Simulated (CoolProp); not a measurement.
Methanol at several states: density (kg/m³) from the reference equation and from simpler models built on Tc = 513.4 K, pc = 82.16 bar, ω = 0.565; each cubic takes its own stable root.

Computed with CoolProp (reference Helmholtz-energy equation of state, de Reuck 1993).

```json
[
 {"T (K)": "202.7", "p (bar)": "14.4", "phase": "liquid", "reference": "878.4"},
 {"T (K)": "487.8", "p (bar)": "1.71", "phase": "gas", "reference": "1.362"},
 {"T (K)": "596.8", "p (bar)": "152", "phase": "supercritical", "reference": "161.5"},
 {"T (K)": "618.9", "p (bar)": "3.79", "phase": "gas", "reference": "2.378"},
 {"T (K)": "388.2", "p (bar)": "5.78", "phase": "liquid", "reference": "693.4"}
]
```

Q: How far does each simpler model (van der Waals, Redlich-Kwong, Soave-Redlich-Kwong, Peng-Robinson) lie from the reference over these 5 states: mean and median of the absolute difference, and the worst?

A: 
- van der Waals: mean 34.1 %, median 20.0 %, worst -99.1 % at 388.2 K and 5.78 bar
- Redlich-Kwong: mean 27.7 %, median 11.9 %, worst -99.1 % at 388.2 K and 5.78 bar
- Soave-Redlich-Kwong: mean 12.0 %, median 10.3 %, worst -25.0 % at 202.7 K and 14.4 bar
- Peng-Robinson: mean 7.1 %, median 5.1 %, worst -16.1 % at 202.7 K and 14.4 bar

At some of these states van der Waals, Redlich-Kwong gives the other phase, because its saturation line lies elsewhere.
